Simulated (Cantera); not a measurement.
A Cantera script and what it prints.

```python
import numpy as np
import cantera as ct

gas_names = """
    Cr CrN CrO CrO2 CrO3 H HNO HNO2 HNO3 HO2 H2 H2O H2O2 N NH NH2 NH3 NH2OH NO NO2 NO3 N2 N2H2 N2H4 N2O
    O OH O2 O3
""".split()
cond_names = """
    Cr(cr) Cr(L) CrN(s) Cr2N(s) Cr2O3(s) Cr2O3(L) H2O(s) H2O(L)
""".split()


def load(file, names, dense=False):
    # The tables refer to 1 bar. Condensed volumes are neglected.
    table = {s.name: s for s in ct.Species.list_from_file(file)}
    out = []
    for n in names:
        d = dict(table[n].input_data)
        d["thermo"] = dict(d["thermo"], **{"reference-pressure": 1e5})
        if dense:
            d["equation-of-state"] = {"model": "constant-volume", "density": "1e6 g/cm^3"}
        out.append(ct.Species.from_dict(d))
    return out


gas = ct.Solution(thermo="ideal-gas", species=load("nasa_gas.yaml", gas_names))
cond = {s.name: ct.Solution(thermo="fixed-stoichiometry", species=[s], name=s.name)
        for s in load("nasa_condensed.yaml", cond_names, dense=True)}
atoms = {
    'Cr2O3': {'Cr': 2, 'O': 3},
    'H2': {'H': 2},
    'N2': {'N': 2},
}
top_T = {'CrN(s)': 1900, 'Cr2N(s)': 1900}  # K; cautious upper limits of use, not melting points


def equilibrate(T, P, feed):
    n = {}
    for name, mol in feed.items():
        for a, k in atoms[name].items():
            n[a] = n.get(a, 0.0) + k * mol
    gas.TPX = T, P, n
    mass = sum(n.values()) * gas.mean_molecular_weight
    gas.equilibrate("TP")
    valid = [c for c in cond.values() if c.min_temp <= T <= top_T.get(c.name, c.max_temp)]
    mix = ct.Mixture([(gas, mass / gas.mean_molecular_weight)] + [(c, 0.0) for c in valid])
    mix.T, mix.P = T, P
    mix.equilibrate("TP", solver="vcs", rtol=1e-11, max_steps=5000)
    return mix


results = []
T = 1550  # K
P = 100000  # Pa
for m in [2.4, 3.3, 4.7, 6.6, 9.4, 13, 19, 26, 37]:
    feed = {'Cr2O3': 1, 'H2': 130, 'N2': m}  # mol
    mix = equilibrate(T, P, feed)
    results.append((T, P, feed, dict(zip(mix.species_names, mix.species_moles))))

top = {s: max(r[3][s] / sum(r[3][g] for g in gas_names) for r in results) for s in gas_names}
cols = sorted((s for s in top if top[s] > 0.0001), key=lambda s: -top[s])[:8]
seen = [c for c in cond_names if any(r[3].get(c, 0) > 1e-12 for r in results)]
print("log10 of partial pressures in bar; condensed amounts in mol")
print(f"{'n(N2)':>10s}" + "".join(f"{s[:9]:>10s}" for s in cols + seen))
for T, P, feed, n in results:
    ng = sum(n[g] for g in gas_names)
    print(f"{feed['N2']:10.4g}" + "".join(f"{np.log10(max(n[s] / ng * P / 1e5, 1e-99)):10.3f}" for s in cols)
          + "".join(f"{n.get(c, 0):10.4g}" for c in seen))
```

It prints:

```
log10 of partial pressures in bar; condensed amounts in mol
     n(N2)        H2        N2       H2O    Cr(cr)   Cr2N(s)  Cr2O3(s)
       2.4    -0.009    -1.742    -2.776    0.1476         0    0.9261
       3.3    -0.012    -1.606    -2.779    0.1476         0    0.9261
       4.7    -0.016    -1.457    -2.784    0.1476         0    0.9261
       6.6    -0.022    -1.316    -2.790    0.1476         0    0.9261
       9.4    -0.031    -1.171    -2.799    0.1476         0    0.9261
        13    -0.042    -1.043    -2.809         0    0.0738    0.9261
        19    -0.060    -0.895    -2.803         0   0.07809    0.9218
        26    -0.080    -0.779    -2.803         0   0.08166    0.9182
        37    -0.110    -0.655    -2.812         0   0.08564    0.9143
```

Method: chemical equilibrium by Gibbs-energy minimisation in Cantera with the NASA 1993 tables (ideal gas, pure condensed phases). Mutual solubility and eutectic melting of coexisting phases are not modelled.
